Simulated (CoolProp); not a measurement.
Water along the isotherm 663.3 K: density (kg/m³) from the reference equation and from simpler models built on Tc = 647.1 K, pc = 22.06 MPa, ω = 0.344; each cubic takes its own stable root.

Computed with CoolProp (reference Helmholtz-energy equation of state, Wagner 2002).

```json
[
 {"p (MPa)": "6.25", "phase": "gas", "reference": "22.53"},
 {"p (MPa)": "12.5", "phase": "gas", "reference": "51.64"},
 {"p (MPa)": "18.8", "phase": "gas", "reference": "96.31"},
 {"p (MPa)": "25", "phase": "supercritical", "reference": "213.8"},
 {"p (MPa)": "31.2", "phase": "supercritical", "reference": "487.0"},
 {"p (MPa)": "37.5", "phase": "supercritical", "reference": "546.1"},
 {"p (MPa)": "43.8", "phase": "supercritical", "reference": "580.1"},
 {"p (MPa)": "50", "phase": "supercritical", "reference": "604.4"},
 {"p (MPa)": "56.2", "phase": "supercritical", "reference": "623.9"},
 {"p (MPa)": "62.5", "phase": "supercritical", "reference": "640.4"},
 {"p (MPa)": "68.8", "phase": "supercritical", "reference": "654.7"},
 {"p (MPa)": "75", "phase": "supercritical", "reference": "667.2"},
 {"p (MPa)": "81.2", "phase": "supercritical", "reference": "678.5"},
 {"p (MPa)": "87.5", "phase": "supercritical", "reference": "688.9"},
 {"p (MPa)": "93.8", "phase": "supercritical", "reference": "698.6"},
 {"p (MPa)": "100", "phase": "supercritical", "reference": "707.3"}
]
```

Q: How far does each simpler model (ideal gas, van der Waals, Redlich-Kwong, Peng-Robinson) lie from the reference over these 16 states: mean and median of the absolute difference, and the worst?

A: 
- ideal gas: mean 58.1 %, median 62.5 %, worst -79.1 % at 663.3 K and 31.2 MPa
- van der Waals: mean 33.4 %, median 43.2 %, worst -44.0 % at 663.3 K and 100 MPa
- Redlich-Kwong: mean 23.1 %, median 30.0 %, worst -31.9 % at 663.3 K and 37.5 MPa
- Peng-Robinson: mean 18.9 %, median 23.1 %, worst -28.5 % at 663.3 K and 31.2 MPa
